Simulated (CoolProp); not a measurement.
Vapour-liquid equilibrium of diethyl ether (1) + ethanol (2) at 353 K; x and y are mole fractions of (1).

Values from CoolProp's multi-fluid Helmholtz-energy mixture model, Thol 2014 and Schroeder 2014; pair parameters Bell 2016.

```csv
x,"bubble pressure, mixture model (MPa)","bubble pressure, Raoult's law (MPa)","y, mixture model","y, Raoult's law"
0.05,[?],0.1219,[?],0.164
0.125,0.1845,0.1439,0.474,0.348
0.2,[?],0.1659,0.588,0.483
0.275,[?],0.1879,0.659,0.587
0.35,0.2762,0.2100,[?],0.668
0.425,[?],0.2320,0.747,0.734
0.5,0.3140,0.2540,0.778,0.789
0.575,0.3292,0.2761,0.806,0.835
0.65,0.3432,0.2981,0.833,0.874
0.725,0.3564,0.3201,0.860,0.908
0.8,0.3692,0.3421,[?],0.937
0.875,0.3817,0.3642,[?],0.963
0.95,0.3935,0.3862,0.967,0.986
```

Q: Complete the blanks.

A: 
- 0.05, bubble pressure, mixture model (MPa): 0.1406
- 0.05, y, mixture model: 0.267
- 0.2, bubble pressure, mixture model (MPa): 0.2213
- 0.275, bubble pressure, mixture model (MPa): 0.2515
- 0.35, y, mixture model: 0.709
- 0.425, bubble pressure, mixture model (MPa): 0.2966
- 0.8, y, mixture model: 0.891
- 0.875, y, mixture model: 0.926

The largest gap from Raoult's law is +33.8 % in bubble pressure, at x = 0.275. No azeotrope shows between x = 0.05 and 0.95.

Pair parameters are fitted to limited data, so mixtures are less certain than the pure fluids.
